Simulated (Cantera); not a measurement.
Input (Python, Cantera):

```python
import numpy as np
import cantera as ct

gas = ct.Solution("gri30.yaml")
gas.TPX = 625, 210000, {'CH4': 1, 'O2': 1.82, 'N2': 5.82}
flame = ct.FreeFlame(gas, width=0.024)
flame.set_refine_criteria(ratio=3, slope=0.08, curve=0.16)
flame.transport_model = "mixture-averaged"
flame.solve(loglevel=0, auto=True)
z, T = flame.grid, flame.T
thick = (T[-1] - T[0]) / np.gradient(T, z).max()
show = ['CH4', 'O2', 'C2H6', 'OH', 'H2', 'HCN']
print(f"laminar burning velocity  {flame.velocity[0] * 100:.3f} cm/s")
print(f"burnt temperature         {T[-1]:.1f} K")
print(f"thermal thickness         {thick * 1e3:.4f} mm")
print(f"grid points               {len(z)}")
z0 = z[flame.heat_release_rate.argmax()]
print(f"{'z/mm':>9s}{'T/K':>9s}{'u/(m/s)':>9s}" + "".join(f"{s:>11s}" for s in show))
rows = []
for k in (-3, -2, -1.5, -1, -0.5, -0.25, 0, 0.25, 0.5, 1, 2, 4, 8):
    zz = z0 + k * thick
    rows.append([k * thick, np.interp(zz, z, T), np.interp(zz, z, flame.velocity),
                 *(np.interp(zz, z, flame.X[gas.species_index(s)]) for s in show)])
    print(f"{rows[-1][0] * 1e3:9.3f}{rows[-1][1]:9.1f}{rows[-1][2]:9.3f}" + "".join(f"{x:11.3e}" for x in rows[-1][3:]))
```

Output:

```
laminar burning velocity  145.067 cm/s
burnt temperature         2525.6 K
thermal thickness         0.1493 mm
grid points               147
     z/mm      T/K  u/(m/s)        CH4         O2       C2H6         OH         H2        HCN
   -0.448    625.2    1.453  1.156e-01  2.104e-01  3.790e-08  8.070e-12  1.213e-03  8.543e-11
   -0.299    627.2    1.461  1.151e-01  2.097e-01  8.672e-07  1.203e-09  3.775e-03  1.688e-09
   -0.224    635.7    1.486  1.140e-01  2.085e-01  6.322e-06  2.692e-08  7.009e-03  1.107e-08
   -0.149    699.0    1.646  1.085e-01  2.030e-01  8.604e-05  1.265e-06  1.356e-02  1.291e-07
   -0.075   1125.3    2.701  7.694e-02  1.654e-01  1.116e-03  5.968e-05  2.491e-02  1.786e-06
   -0.037   1571.7    3.824  4.169e-02  1.177e-01  1.159e-03  5.289e-04  3.076e-02  4.875e-06
    0.000   1978.6    4.865  1.029e-02  6.401e-02  1.157e-04  3.202e-03  3.190e-02  1.025e-05
    0.037   2159.2    5.315  9.186e-04  3.206e-02  8.413e-07  8.355e-03  2.695e-02  1.033e-05
    0.075   2211.6    5.425  4.405e-05  2.014e-02  1.863e-09  1.139e-02  2.350e-02  4.920e-06
    0.149   2263.8    5.520  9.617e-08  1.412e-02  1.388e-14  1.234e-02  2.239e-02  7.283e-07
    0.299   2329.0    5.650  8.269e-12  1.126e-02  4.334e-21  1.175e-02  2.150e-02  2.640e-08
    0.597   2401.9    5.801  5.290e-15  8.690e-03  1.108e-27  1.046e-02  1.960e-02  2.429e-10
    1.194   2466.5    5.932  5.421e-15  6.298e-03  2.134e-28  8.882e-03  1.763e-02  1.278e-10
```

Computed with Cantera and GRI-Mech 3.0 (53 species, 325 reactions). Burning velocities carry a grid error of a few per cent, more on coarse grids.
